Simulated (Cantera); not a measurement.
Feed: 1 mol MgO, 0.054 mol C, 0.37 mol H2.

These are equilibrium values from Cantera (NASA tables, ideal gas, pure condensed phases), not measurements of a reactor. Candidate condensed phases: C, C6H6, C7H8, C8H18, H2O, Mg, MgCO3, MgO, Mg(OH)2; 116 gas species. Equilibrium is a limit: real reactors are often held back by kinetics, nucleation or transport.

Stable condensed phases, one row left out:

```
T in °C \ P in Pa
               1     4.6      22     100     460    2200   10000   46000  220000 1000000
   2700        A       A       A       A       A       A       A       B       B       B
   2650        A       A       A       A       A       A       B       B       B       B
   2600        A       A       A       A       A       A       B       B       B       B
   2550        A       A       A       A       A       A       B       B       B       B
   2500        A       A       A       A       A       A       B       B       B       B
   2400        A       A       A       A       A       B       B       B       B       B
   2350        A       A       A       A       A       B       B       B       B       B
   2300        A       A       A       A       A       B       B       B       B       B
   2250        A       A       A       A       B       B       B       B       B       B
   2200        A       A       A       A       B       B       B       B       B       B
   2150        A       A       A       A       B       B       B       B       B       B
```

A: gas only; B: MgO.

Q: Give the row for 2450 °C.

A: 1: gas only; 4.6: gas only; 22: gas only; 100: gas only; 460: gas only; 2200: MgO; 10000: MgO; 46000: MgO; 220000: MgO; 1000000: MgO.
